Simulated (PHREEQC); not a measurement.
Dissolve 1.8 mol LiBr, 0.19 mol MgSO4 and 0.00031 mol H4SiO4 per kg of water at 20 °C. Closed to the air; pH follows from the charge balance.

The numbers come from PHREEQC with the Pitzer model, pitzer.dat.

Precipitation was switched off in this run.

Problem. What pH, activity of water does the model give?

Solution. pH 6.26; activity of water 0.920.

Species that the database lacks are ignored. In brines, pH and single-ion activities rest on the MacInnes convention.
